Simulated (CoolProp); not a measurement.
Saturation properties of C2F6 (R116).

The numbers come from the reference Helmholtz-energy equation of state, Lemmon 2006 in CoolProp. It is a short technical equation, of lower accuracy than the large ones.

| T (°C) | p (MPa) | surface tension (mN/m) | liquid conductivity (mW/(m K)) |
|---|---|---|---|
| -93.65 | 0.04033 | 13.2 | 82.5 |
| -85.55 | 0.06661 | 12.1 | 79.1 |
| -77.45 | 0.1049 | [?] | 75.9 |
| -69.45 | [?] | [?] | 72.7 |
| -61.35 | 0.2298 | 8.80 | 69.4 |
| -53.25 | [?] | 7.74 | 66.3 |
| -45.25 | 0.4450 | 6.72 | 63.1 |
| -37.15 | 0.5980 | 5.70 | 59.9 |
| -29.05 | 0.7870 | 4.72 | [?] |
| -21.05 | 1.014 | 3.79 | [?] |
| -12.95 | 1.290 | [?] | 50.0 |
| -4.85 | 1.619 | [?] | 46.5 |

Some entries are withheld; supply them.


- -77.45, surface tension (mN/m): 11.0
- -69.45, p (MPa): 0.1576
- -69.45, surface tension (mN/m): 9.88
- -53.25, p (MPa): 0.3248
- -29.05, liquid conductivity (mW/(m K)): 56.7
- -21.05, liquid conductivity (mW/(m K)): 53.4
- -12.95, surface tension (mN/m): 2.88
- -4.85, surface tension (mN/m): 2.02

It boils at -78.1 °C under 1 atm.

Thermal conductivity comes from a separate model (Huber 2003), an estimate that may be off by 10 % or more. Surface tension comes from a separate correlation (Mulero 2012).
